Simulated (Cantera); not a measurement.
Input: 1 mol V, 8.7 mol O₂, 28 mol H₂, at 2548.15 K and 1.00 bar.

These are equilibrium values from Cantera (NASA tables, ideal gas, pure condensed phases), not measurements of a reactor. Candidate condensed phases: H₂O, V, VO, V₂O₃, V₂O₄, V₂O₅; 12 gas species. Condensed phases not in the tables: the oxides between V₂O₃ and V₂O₅ other than VO₂. Rates play no part.

Question: What is the equilibrium state?

Answer: 
```json
{
 "x(H₂O)": "0.530",
 "x(H₂)": "0.421",
 "x(VO₂)": "0.0229",
 "x(H)": "0.0201",
 "x(OH)": "0.00553",
 "x(VO)": "0.000309",
 "x(O)": "0.000172",
 "x(O₂)": "8.87e-5",
 "n(V₂O₃(l))": "0.163 mol",
 "gas_amount": "29.05 mol",
 "log10 activity of V(l) (absent)": "-3.26",
 "log10 activity of V₂O₅(l) (absent)": "-3.86"
}
```
